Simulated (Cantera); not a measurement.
Input: 1 mol SiH2Cl2, a varied amount of H2, at 973.15 K and 0.150 bar.

These are equilibrium values from Cantera (NASA tables, ideal gas, pure condensed phases), not measurements of a reactor. Candidate condensed phases: Si; 19 gas species. Equilibrium is a limit: real reactors are often held back by kinetics, nucleation or transport.

**Question.** What share of the Si ends up in condensed phases as a function of n(H2) (mol), at 40, 49, 59, 71, 86, 100, 130, 150, 180, 220, 270, 320?

**Answer.** 
```json
[
 {"n(H2) (mol)": "40", "Si condensed (%)": "52.1", "as": "Si(s)"},
 {"n(H2) (mol)": "49", "Si condensed (%)": "53.1", "as": "Si(s)"},
 {"n(H2) (mol)": "59", "Si condensed (%)": "54.2", "as": "Si(s)"},
 {"n(H2) (mol)": "71", "Si condensed (%)": "55.5", "as": "Si(s)"},
 {"n(H2) (mol)": "86", "Si condensed (%)": "57.0", "as": "Si(s)"},
 {"n(H2) (mol)": "100", "Si condensed (%)": "58.3", "as": "Si(s)"},
 {"n(H2) (mol)": "130", "Si condensed (%)": "60.9", "as": "Si(s)"},
 {"n(H2) (mol)": "150", "Si condensed (%)": "62.5", "as": "Si(s)"},
 {"n(H2) (mol)": "180", "Si condensed (%)": "64.7", "as": "Si(s)"},
 {"n(H2) (mol)": "220", "Si condensed (%)": "67.5", "as": "Si(s)"},
 {"n(H2) (mol)": "270", "Si condensed (%)": "70.5", "as": "Si(s)"},
 {"n(H2) (mol)": "320", "Si condensed (%)": "73.1", "as": "Si(s)"}
]
```
